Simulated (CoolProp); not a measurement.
o-xylene along the isotherm 620 K: density (kg/m³) from the reference equation and from simpler models built on Tc = 630.3 K, pc = 3.737 MPa, ω = 0.312; each cubic takes its own stable root.

Values from CoolProp's reference Helmholtz-energy equation of state, Zhou 2012.

```csv
p (MPa),phase,reference,van der Waals,Redlich-Kwong,Peng-Robinson
1.87,gas,50.03,47.11,48.60,49.90
3.74,liquid,455.1,281.3,347.8,400.5
5.61,liquid,510.8,336.4,416.1,469.8
7.47,liquid,537.5,360.3,449.8,506.1
9.34,liquid,556.1,376.6,473.7,532.2
11.2,liquid,570.5,389.2,492.5,552.6
13.1,liquid,582.6,399.6,508.3,569.9
14.9,liquid,592.4,408.0,521.3,584.0
16.8,liquid,601.6,415.7,533.2,597.0
18.7,liquid,609.8,422.4,543.9,608.6
```
